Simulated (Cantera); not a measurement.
Thermodynamics of abatement and gas-phase synthesis, feed HBr + O₂

Charge: 1 mol HBr, a varied amount of O₂, equilibrated at 973 K and 1.73 Torr.

Method: chemical equilibrium by Gibbs-energy minimisation in Cantera with the NASA 1993 tables (ideal gas, pure condensed phases). Candidate condensed phases: Br₂, H₂O; 12 gas species. Equilibrium is a limit: real reactors are often held back by kinetics, nucleation or transport.

From 0.15 mol O₂ to 2.3 mol O₂ nothing is condensed.

```csv
n(O₂) (mol),x O₂,x H₂O,x Br₂,x HBr,x Br,x OH,x H₂,x O
0.15,1.74e-6,0.293,0.271,0.391,0.0449,2.80e-8,1.77e-7,1.86e-12
0.19,3.50e-5,0.370,0.345,0.234,0.0506,6.67e-8,4.99e-8,8.35e-12
0.25,0.0155,0.447,0.419,0.0619,0.0558,3.36e-7,2.87e-9,1.75e-10
0.33,0.0811,0.426,0.399,0.0389,0.0545,4.97e-7,1.19e-9,4.02e-10
0.44,0.162,0.391,0.365,0.0300,0.0521,5.65e-7,7.75e-10,5.68e-10
0.58,0.247,0.352,0.328,0.0243,0.0493,5.96e-7,5.65e-10,7.01e-10
0.76,0.333,0.312,0.289,0.0199,0.0463,6.05e-7,4.31e-10,8.14e-10
0.99,0.418,0.272,0.250,0.0163,0.0431,5.98e-7,3.35e-10,9.13e-10
1.3,0.504,0.232,0.212,0.0132,0.0397,5.78e-7,2.60e-10,1.00e-9
1.7,0.582,0.195,0.176,0.0107,0.0362,5.49e-7,2.03e-10,1.08e-9
2.3,0.662,0.157,0.141,0.00829,0.0323,5.09e-7,1.54e-10,1.15e-9
```
x: gas mole fraction; nothing condenses.
